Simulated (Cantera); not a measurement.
Charge: 1 mol Si, 0.014 mol CO2, 30 mol N2, equilibrated at 1900 °C and 90000 Pa.

Equilibrium computed with Cantera from the NASA thermochemical tables; the gas is ideal and each condensed phase is pure. Mutual solubility and eutectic melting of coexisting phases are not modelled. The tables' values for SiN are old estimates; treat these amounts as uncertain. Equilibrium is a limit: real reactors are often held back by kinetics, nucleation or transport.

| species | before | after |
|---|---|---|
| N2 | 0.999 | 0.999 |
| SiO | 0.000540 | 0.000563 |
| CO | 0.000392 | 0.000369 |
| Si | 0.000314 | 0.000249 |
| Si2C | 1.68e-5 | 1.23e-5 |
| SiN | 5.31e-5 | 4.41e-5 |
| Si2N | 5.99e-5 | 5.08e-5 |
| Si(l), mol | 0.966 | 0.968 |
| SiC(s), mol | 0.00170 | 0.00252 |
Gas species are given as mole fractions.

Question: Which change was made?
(A) temperature from 1900 °C to 1250 °C
(B) temperature from 1900 °C to 1927 °C
(C) pressure from 90000 Pa to 1500 Pa
(D) temperature from 1900 °C to 1877 °C

Answer: D, temperature from 1900 °C to 1877 °C
